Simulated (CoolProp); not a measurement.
Saturated liquid density (kg/m³) of R22: the reference equation beside estimates from Tc = 369.3 K, pc = 49.90 bar, ω = 0.221. Rackett uses Z = 0.29056 − 0.08775 ω.

Model: reference Helmholtz-energy equation of state, Kamei 1995, in CoolProp.

```
T (K)  reference  Rackett  van der Waals  Soave-Redlich-Kwong
-----  ---------  -------  -------------  -------------------
263.2       1315     1292          793.1                 1187
266.1       1305     1283          787.4                 1178
269         1295     1274          781.7                 1168
271.8       1286     1264          776.0                 1158
274.7       1276     1255          770.1                 1148
277.6       1266     1245          764.0                 1137
280.5       1256     1235          757.8                 1126
283.4       1246     1225          751.6                 1115
286.3       1235     1215          745.2                 1104
289.2       1225     1204          738.7                 1092
292.1       1214     1194          732.0                 1081
295         1203     1183          725.3                 1068
```

Absolute difference from the reference over all 12 rows, mean and median: Rackett 1.7 and 1.7 %, van der Waals 39.7 and 39.7 %, Soave-Redlich-Kwong 10.3 and 10.3 %.
